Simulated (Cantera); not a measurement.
A closed system holds: 1 mol borazine, 0.3 mol O2, 69 mol N2, equilibrated at 0.0970 bar.

Equilibrium computed with Cantera from the NASA thermochemical tables; the gas is ideal and each condensed phase is pure. Candidate condensed phases: B, BN, B2O3, B3O3H3, H2O; 39 gas species. The feed counts by its element totals alone. Mutual solubility and eutectic melting of coexisting phases are not modelled. Kinetics and transport are ignored.

Which condensed phases are stable at each of these points (T (K)): 1573, 1623, 1673, 1723, 1773, 1823, 1873, 1923, 1973, 2023, 2073, 2123, 2173, 2223?


```tsv
T (K)	condensed phases	B condensed (%)
1573	BN(s) + B2O3(l)	90.3
1623	BN(s)	87.6
1673	BN(s)	87.0
1723	BN(s)	86.2
1773	BN(s)	85.4
1823	BN(s)	84.5
1873	BN(s)	83.4
1923	BN(s)	82.4
1973	BN(s)	81.6
2023	BN(s)	80.9
2073	BN(s)	80.5
2123	BN(s)	80.2
2173	BN(s)	80.1
2223	BN(s)	80.0
```

At 1573 K the condensed part is BN(s) + B2O3(l). From 1623 K to 2223 K the condensed part is BN(s).
